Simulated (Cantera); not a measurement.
An isothermal, constant-pressure homogeneous reactor starts with 32.3 % CH4, 67.7 % H2O, at 1375 K and 7.20 atm.

Detailed kinetics in Cantera: GRI-Mech 3.0 (53 species, 325 reactions).

Problem. Predict: x(CH4) at 10.0 s; x(H2O) at 10.0 s; x(CO) at 10.0 s.

Solution. 
```
Property                                           Value
----------------  --------------------------------------
x(CH4) at 10.0 s  0.206 (gas-phase equilibrium 0.000246)
x(H2O) at 10.0 s     0.564 (gas-phase equilibrium 0.190)
x(CO) at 10.0 s     0.0127 (gas-phase equilibrium 0.170)
```
